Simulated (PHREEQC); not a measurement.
Solution (25 °C): 140 mmol/kgw CuCl2, 1.6 mmol/kgw HNO3 and 24 mmol/kgw H3BO3. Closed to the air; pH follows from the charge balance.

All values are PHREEQC results (ion-association model, wateq4f.dat), not measurements.

This is a speciation only: nothing precipitates in the calculation.

Predict the pH, activity of water.

pH 2.91; activity of water 0.993.

In which forms is Cl present?

Cl- 91 %, CuCl+ 7.7 %, CuCl2 0.9 % of the Cl.
